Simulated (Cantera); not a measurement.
**MgO + F₂ (oxide etching and cleaning by halides)**

Feed: 1 mol MgO, a varied amount of F₂, at 1.00 Torr.

These are equilibrium values from Cantera (NASA tables, ideal gas, pure condensed phases), not measurements of a reactor. Candidate condensed phases: Mg, MgF₂, MgO; 14 gas species. Mutual solubility and eutectic melting of coexisting phases are not modelled. The numbers say what is thermodynamically allowed, not how fast it happens.

Stable condensed phases:

```
T in K \ n(F₂) in mol
         0.51  1.4  2.3  3.3  4.2  5.1    6  6.9  7.8  8.8  9.7   11
   1648     A    B    C    C    C    C    C    C    C    C    C    C
   1623     A    B    C    C    C    C    C    C    C    C    C    C
   1598     A    B    B    C    C    C    C    C    C    C    C    C
   1573     A    B    B    B    C    C    C    C    C    C    C    C
   1548     A    B    B    B    B    B    C    C    C    C    C    C
   1523     A    B    B    B    B    B    B    B    B    C    C    C
   1498     A    B    B    B    B    B    B    B    B    B    B    B
   1473     A    B    B    B    B    B    B    B    B    B    B    B
   1448     A    B    B    B    B    B    B    B    B    B    B    B
   1423     A    B    B    B    B    B    B    B    B    B    B    B
   1398     A    B    B    B    B    B    B    B    B    B    B    B
   1373     A    B    B    B    B    B    B    B    B    B    B    B
```

A: MgF₂ + MgO; B: MgF₂; C: gas only.
